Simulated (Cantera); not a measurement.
A perfectly stirred reactor is fed with 14.9 % H2, 11.7 % O2, 73.4 % N2, equivalence ratio 0.64, at 4.93 atm; it is adiabatic with a 750 K inlet, and is followed from long to short residence time, starting on the burning branch (τ in s: 0.11, 0.047, 0.021, 0.0092, 0.0041, 0.0018, 0.00081, 0.00036, 0.00016, 7.1e-05, 3.1e-05, 1.4e-05).

Computed with Cantera and the H2/O2 subset of GRI-Mech 3.0, which has no nitrogen chemistry. The hydrogen kinetics of GRI-Mech 3.0 are dated; newer H2 mechanisms differ, most at raised pressure.

x: mole fraction; the columns are a selection and need not sum to one.

| τ (s) | T (K) | x H2 | x O2 | x H2O | x O | x HO2 |
|---|---|---|---|---|---|---|
| 0.11 | 1856 | 6.35e-5 | 0.0451 | 0.161 | 3.05e-5 | 1.24e-6 |
| 0.047 | 1855 | 9.76e-5 | 0.0451 | 0.161 | 4.26e-5 | 1.61e-6 |
| 0.021 | 1854 | 0.000156 | 0.0451 | 0.161 | 6.39e-5 | 2.31e-6 |
| 0.0092 | 1852 | 0.000261 | 0.0451 | 0.160 | 0.000103 | 3.60e-6 |
| 0.0041 | 1849 | … | 0.0450 | 0.160 | … | … |
| 0.0018 | 1843 | 0.000744 | 0.0450 | 0.159 | 0.000287 | 9.49e-6 |
| 0.00081 | 1835 | 0.00124 | 0.0450 | 0.158 | 0.000481 | 1.52e-5 |
| 0.00036 | 1823 | 0.00207 | 0.0451 | 0.157 | 0.000805 | 2.39e-5 |
| 0.00016 | 1802 | … | 0.0454 | 0.155 | … | … |
| 7.1e-5 | 1769 | 0.00558 | 0.0460 | 0.151 | 0.00211 | 5.28e-5 |
| 3.1e-5 | 1717 | 0.00907 | 0.0474 | 0.146 | 0.00318 | 7.40e-5 |
| 1.4e-5 | 1642 | 0.0147 | 0.0501 | 0.138 | 0.00425 | 9.99e-5 |

Question: What belongs in the gaps?

Answer: 
- 0.0041, x H2: 0.000438
- 0.0041, x O: 0.000170
- 0.0041, x HO2: 5.79e-6
- 0.00016, x H2: 0.00343
- 0.00016, x O: 0.00132
- 0.00016, x HO2: 3.63e-5
